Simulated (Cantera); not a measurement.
Feed: 1 mol PbI₂, a varied amount of N₂, held at 1500 Pa.

Cantera equilibrium calculation (NASA polynomials, part measured and part estimated; ideal gas, pure solids and liquids). Candidate condensed phases: I₂, Pb, PbI₂; 9 gas species. The numbers say what is thermodynamically allowed, not how fast it happens.

Question: What condenses at these points (T in K, n(N₂) in mol): (975, 190); (925, 46); (825, 110); (925, 160); (1025, 30)?

Answer: 
```json
[
 {"T (K)": "975", "n(N₂) in mol": "190", "condensed phases": "gas only", "Pb condensed (%)": "0.0"},
 {"T (K)": "925", "n(N₂) in mol": "46", "condensed phases": "Pb", "Pb condensed (%)": "12.6"},
 {"T (K)": "825", "n(N₂) in mol": "110", "condensed phases": "Pb", "Pb condensed (%)": "34.4"},
 {"T (K)": "925", "n(N₂) in mol": "160", "condensed phases": "gas only", "Pb condensed (%)": "0.0"},
 {"T (K)": "1025", "n(N₂) in mol": "30", "condensed phases": "gas only", "Pb condensed (%)": "0.0"}
]
```
